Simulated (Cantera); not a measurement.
Feed: 1 mol CaO, 0.73 mol F2, 15 mol O2, held at 1152 °C and 10.0 mbar.

Equilibrium computed with Cantera from the NASA thermochemical tables; the gas is ideal and each condensed phase is pure. Mutual solubility and eutectic melting of coexisting phases are not modelled. The numbers say what is thermodynamically allowed, not how fast it happens.

| species | before | after |
|---|---|---|
| O2 | 1.000 | 0.708 |
| F | 3.64e-8 | 0.292 |
| F2 | <1e-9 | 0.000232 |
| CaF2 | 4.03e-5 | 4.03e-5 |
| O | 1.39e-5 | 1.17e-5 |
| CaF2(s), mol | 0.729 | 0.999 |
| CaO(s), mol | 0.270 | 0 |
Gas species are given as mole fractions.

Name the change that produced these shifts.
A. F2 from 0.73 to 1.9 mol
B. F2 from 0.73 to 4.2 mol
C. temperature from 1152 °C to 1352 °C
D. temperature from 1152 °C to 1350 °C

B, F2 from 0.73 to 4.2 mol
